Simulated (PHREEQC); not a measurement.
Buffer

A solution holds 0.043 mol H3BO3, 0.0014 mol KOH and 0.00057 mol LiCl per kg of water, at 25 °C. It is in equilibrium with CO2 at log p = -3.4 (atm). Otherwise closed; pH follows from the charge balance.

All values are PHREEQC results (Pitzer model, pitzer.dat), not measurements.

No solid was allowed to form.

Problem. Estimate the pH, osmotic coefficient, ionic strength.

Solution. pH 7.61; osmotic coefficient 0.998; ionic strength 0.00197 mol/kgw.

Problem. In which forms is C present?

Solution. HCO3- 95 %, CO2 4.8 % of the C.
